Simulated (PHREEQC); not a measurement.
Solution A (3.7 mmol/kgw H3AsO4 and 4 mmol/kgw H3PO4) is mixed with solution B (0.13 mol/kgw HCl) at 25 °C; shares are by mass of water, 1 kg in all. O2 is buffered at 0.21 atm. CO2 from the air is kept out. Precipitation was switched off in this run.

The numbers come from PHREEQC with the ion-association model, wateq4f.dat.

```tsv
share of solution B	pH	H3AsO4 (mol/kgw)	H2PO4- (mol/kgw)
0	2.37	0.00164	0.00252
0.05	2.06	0.00215	0.00175
0.1	1.86	0.00235	0.00129
0.15	1.72	0.00240	0.000997
0.2	[?]	0.00238	0.000795
0.25	1.53	0.00230	[?]
0.3	1.46	0.00220	0.000536
0.35	1.40	0.00208	0.000447
0.4	1.35	0.00195	0.000376
0.45	1.30	0.00181	0.000317
0.5	1.26	0.00166	0.000266
0.55	1.22	0.00151	0.000223
0.6	[?]	0.00135	0.000186
0.65	1.15	0.00119	0.000153
0.7	1.12	0.00102	0.000124
0.75	[?]	0.000856	9.83e-5
0.8	1.07	0.000687	7.48e-5
0.85	[?]	0.000517	5.36e-5
0.9	1.02	0.000346	3.42e-5
0.95	1.00	0.000173	1.64e-5
1	0.98	0	0
```

**Question.** Some entries are withheld; supply them.

**Answer.** 
- 0.2, pH: 1.62
- 0.25, H2PO4- (mol/kgw): 0.000648
- 0.6, pH: 1.18
- 0.75, pH: 1.09
- 0.85, pH: 1.04

H3PO4, which wateq4f.dat lacks, is added to it with the constant of phreeqc.dat.
